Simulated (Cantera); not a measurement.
A closed system holds: 1 mol Al, 0.67 mol HCl, 570 mol H2, held at 1273.15 K and 3.60 mbar.

Equilibrium computed with Cantera from the NASA thermochemical tables; the gas is ideal and each condensed phase is pure. Candidate condensed phases: Al, AlCl3; 12 gas species. Equilibrium is a limit: real reactors are often held back by kinetics, nucleation or transport.

Base state: H2 0.999, AlCl 0.00117, Al 4.42e-5, H 1.19e-5 (mole fractions); condensed: Al(l).

Problem. What changes in the equilibrium state with this change: temperature from 1273.15 K to 875 K?

Solution. 
```json
[
 {"species": "H2", "before": "0.999", "after": "0.999"},
 {"species": "AlCl", "before": "0.00117", "after": "0.000940"},
 {"species": "AlCl3", "before": "<1e-9", "after": "6.96e-5"},
 {"species": "Al", "before": "4.42e-5", "after": "<1e-9"},
 {"species": "H", "before": "1.19e-5", "after": "<1e-9"},
 {"species": "AlCl2", "before": "1.86e-8", "after": "1.17e-5"},
 {"species": "Al(l), mol", "before": "0.300", "after": "0"},
 {"species": "Al(s), mol", "before": "0", "after": "0.417"}
]
```
The tables' values for AlCl2 are old estimates; treat these amounts as uncertain.

Problem. What changes in the equilibrium state with this change: pressure from 3.60 mbar to 1.10 mbar?

Solution. 
```
species      before     after
----------  -------  --------
H2            0.999     0.999
AlCl        0.00117   0.00117
Al          4.42e-5  0.000145
H           1.19e-5   2.15e-5
AlH         9.06e-6   1.64e-5
Al(l), mol    0.300     0.238
```
